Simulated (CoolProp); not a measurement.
The numbers come from the reference Helmholtz-energy equation of state, Zhou 2016 in CoolProp.

For R245ca, give the phase and the cp (kJ/(kg K)), speed of sound (m/s) at 322.7 K and 0.199 MPa; 270.5 K and 3.79 MPa; 273.6 K and 0.0123 MPa.


- 322.7 K and 0.199 MPa: gas; cp 0.978, speed of sound 139
- 270.5 K and 3.79 MPa: liquid; cp 1.34, speed of sound 870
- 273.6 K and 0.0123 MPa: gas; cp 0.838, speed of sound 135
